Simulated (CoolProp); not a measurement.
Computed with CoolProp (reference Helmholtz-energy equation of state, Jacobsen 1992).

Problem. Give the vapour pressure (MPa), vapour density (kg/m³), liquid conductivity (mW/(m K)) of saturated R11 at 347.9, 376.1, 441.9 K.

Solution. 
```
T (K)  p (MPa)  vapour density (kg/m³)  liquid conductivity (mW/(m K))
-----  -------  ----------------------  ------------------------------
347.9    0.460                    24.4                            73.0
376.1    0.877                    46.1                            65.4
441.9     2.86                     177                            47.0
```

Thermal conductivity comes from a separate model (McLinden 2000), an estimate that may be off by 10 % or more.
